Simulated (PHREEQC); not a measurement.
Alkaline etch or developer (model solution)

Make-up at 25 °C: 5.9 mmol/kgw LiOH, 0.077 mmol/kgw CO2 and 0.16 mmol/kgw K2CO3. Closed to the air; pH follows from the charge balance.

Model: ion-association model, phreeqc.dat, run in PHREEQC.

Precipitation was switched off in this run.

Task: Predict the pH.

Result: pH 11.72.

Task: In which forms is C present?

Result: CO3-2 97 %, HCO3- 3.1 % of the C.
